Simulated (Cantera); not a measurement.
# Stirred combustor or abatement burner

A perfectly stirred reactor is fed with 5.54 % CH4, 8.31 % CO, 10.9 % O2, 75.3 % N2, equivalence ratio 1.4, at 260000 Pa; it is adiabatic with a 348 K inlet, and is followed from long to short residence time, starting on the burning branch (τ in s: 0.17, 0.072, 0.03, 0.012, 0.0052, 0.0021, 0.00089, 0.00037, 0.00015, 6.3e-05, 2.6e-05, 1.1e-05).

Detailed kinetics in Cantera: GRI-Mech 3.0 (53 species, 325 reactions).

```csv
τ (s),T (K),x CH4,x CO,x O2,x C2H2,x H,x NO2
0.17,1622,0.00224,0.0585,0.00109,0.000684,2.66e-5,1.31e-10
0.072,1612,0.00222,0.0601,0.00175,0.000640,3.87e-5,2.52e-10
0.030,1596,0.00225,0.0627,0.00285,0.000546,5.67e-5,4.87e-10
0.012,1564,0.00251,0.0670,0.00508,0.000399,8.00e-5,8.83e-10
0.0052,348,0.0554,0.0831,0.109,<1e-12,<1e-12,<1e-12
0.0021,348,0.0554,0.0831,0.109,<1e-12,<1e-12,<1e-12
0.00089,348,0.0554,0.0831,0.109,<1e-12,<1e-12,<1e-12
0.00037,348,0.0554,0.0831,0.109,<1e-12,<1e-12,<1e-12
0.00015,348,0.0554,0.0831,0.109,<1e-12,<1e-12,<1e-12
6.3e-5,348,0.0554,0.0831,0.109,<1e-12,<1e-12,<1e-12
2.6e-5,348,0.0554,0.0831,0.109,<1e-12,<1e-12,<1e-12
1.1e-5,348,0.0554,0.0831,0.109,<1e-12,<1e-12,<1e-12
```
x: mole fraction; the columns are a selection and need not sum to one.
